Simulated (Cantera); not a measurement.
## Thermodynamics of carbothermic reduction, feed Ta2O5 + CO

A closed system holds: 1 mol Ta2O5, 1.1 mol CO, at 1000 Pa.

Method: chemical equilibrium by Gibbs-energy minimisation in Cantera with the NASA 1993 tables (ideal gas, pure condensed phases). Candidate condensed phases: C, Ta, TaC, Ta2O5; 15 gas species. Mutual solubility and eutectic melting of coexisting phases are not modelled. TaC: taken at fixed stoichiometry. Condensed phases not in the tables: Ta2C. Equilibrium is a limit: real reactors are often held back by kinetics, nucleation or transport.

```
T (K)  log p CO  log p TaO2  log p CO2  log p TaO  log p O  log p O2  n TaC(s)  n Ta2O5(s)  n Ta2O5(l)
-----  --------  ----------  ---------  ---------  -------  --------  --------  ----------  ----------
1775      -2.00       -8.17      -5.26      -9.40   -11.08      <-14  0.000172       1.000           0
1875      -2.00       -7.16      -5.26      -8.21   -10.25    -13.25  0.000170       1.000           0
1975      -2.00       -6.26      -5.26      -7.15    -9.49    -12.47  0.000159       1.000           0
2075      -2.00       -5.45      -5.27      -6.19    -8.82    -11.77         0           0       1.000
2175      -2.00       -4.90      -5.05      -5.73    -7.98    -10.68         0           0       0.999
2275      -2.00       -4.48      -4.69      -5.55    -7.06     -9.38         0           0       0.998
2375      -2.01       -4.11      -4.35      -5.39    -6.21     -8.17         0           0       0.995
2475      -2.01       -3.77      -4.05      -5.26    -5.42     -7.06         0           0       0.990
```
log p: log10 of the partial pressure in bar; n: condensed amount in mol.

From 1775 K to 1975 K the condensed part is TaC(s) + Ta2O5(s). From 2075 K to 2475 K the condensed part is Ta2O5(l). The main Ta-bearing gas is TaO2 throughout.
